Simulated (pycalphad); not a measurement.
CALPHAD calculation (pycalphad, COST 507 light-alloy database (1999)), 1 atm. These are 1990s assessments: newer ones move some temperatures and phases. Not assessed as a whole: an extrapolation from subsystems, which can miss ternary compounds. Phase fractions are per mole of atoms. Kinetics are ignored, which matters at the lower temperatures.

Q: Give the equilibrium state of Ti-4.45V-1Si (at.%) at 675 K.

A: hcp, fraction 0.921, with 0.86 V, 0.31 Si at.%; bcc, fraction 0.051, with 72.0 V, 0.05 Si at.%; SITI3, fraction 0.029, with no V, 25.0 Si at.%.

Q: Give the equilibrium state of Ti-4.45V-1Si (at.%) at 1875 K.

A: bcc, fraction 0.754, with 4.3 V, 0.42 Si at.%; liquid, fraction 0.246, with 5.0 V, 2.8 Si at.%.

Database names, with the compositions (at.%) that they take in these runs: SITI3: Ti 75 Si 25. An entry "none" or "no" means that the model of the phase leaves that element out.
